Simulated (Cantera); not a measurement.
What does this Cantera script print?

```python
import numpy as np
import cantera as ct

gas_names = """
    F F2 H HF H2 H2F2 H3F3 H4F4 H5F5 H6F6 H7F7 Si SiF SiF2 SiF3 SiF4 SiH SiHF3 SiH2 SiH2F2 SiH3 SiH3F
    SiH4 Si2 Si3
""".split()
cond_names = """
    Si(cr) Si(L)
""".split()


# ... load() reads the species with a 1 bar reference pressure and builds the phases ...
atoms = {
    'Si': {'Si': 1},
    'HF': {'H': 1, 'F': 1},
}
top_T = {}  # K; cautious upper limits of use, not melting points


# ... equilibrate(T, P, feed) seeds the gas with the atoms and calls Mixture.equilibrate('TP', solver="vcs", rtol=1e-11, max_steps=5000) ...
results = []
T = 1123  # K
P = 1333.22  # Pa
for m in [1.3, 2.5, 3.8, 5.1, 6.4, 7.6, 8.9, 10]:
    feed = {'Si': 1, 'HF': m}  # mol
    mix = equilibrate(T, P, feed)
    results.append((T, P, feed, dict(zip(mix.species_names, mix.species_moles))))

top = {s: max(r[3][s] / sum(r[3][g] for g in gas_names) for r in results) for s in gas_names}
cols = sorted((s for s in top if top[s] > 1e-06), key=lambda s: -top[s])[:8]
seen = [c for c in cond_names if any(r[3].get(c, 0) > 1e-12 for r in results)]
print("log10 of partial pressures in bar; condensed amounts in mol")
print(f"{'n(HF)':>10s}" + "".join(f"{s[:9]:>10s}" for s in cols + seen))
for T, P, feed, n in results:
    ng = sum(n[g] for g in gas_names)
    print(f"{feed['HF']:10.4g}" + "".join(f"{np.log10(max(n[s] / ng * P / 1e5, 1e-99)):10.3f}" for s in cols)
          + "".join(f"{n.get(c, 0):10.4g}" for c in seen))
```

It prints:

```
log10 of partial pressures in bar; condensed amounts in mol
     n(HF)        HF        H2      SiF4     SiHF3      SiF3    SiH2F2      SiF2     SiH3F    Si(cr)
       1.3    -5.551    -2.055    -2.368    -3.760    -4.270    -5.449    -6.032    -7.746    0.6707
       2.5    -5.551    -2.055    -2.368    -3.760    -4.270    -5.449    -6.032    -7.746    0.3668
       3.8    -5.551    -2.055    -2.368    -3.760    -4.270    -5.449    -6.032    -7.746   0.03753
       5.1    -2.446    -2.187    -2.488    -7.116    -7.560   -12.042   -12.493   -17.576         0
       6.4    -2.227    -2.306    -2.607    -7.574    -7.958   -12.839   -13.171   -18.712         0
       7.6    -2.138    -2.394    -2.695    -7.838    -8.178   -13.278   -13.523   -19.327         0
       8.9    -2.083    -2.472    -2.773    -8.050    -8.351   -13.624   -13.791   -19.807         0
        10    -2.051    -2.528    -2.829    -8.194    -8.467   -13.857   -13.967   -20.127         0
```

Equilibrium computed with Cantera from the NASA thermochemical tables; the gas is ideal and each condensed phase is pure. The tables' values for SiF3, SiF2 are old estimates; treat these amounts as uncertain.
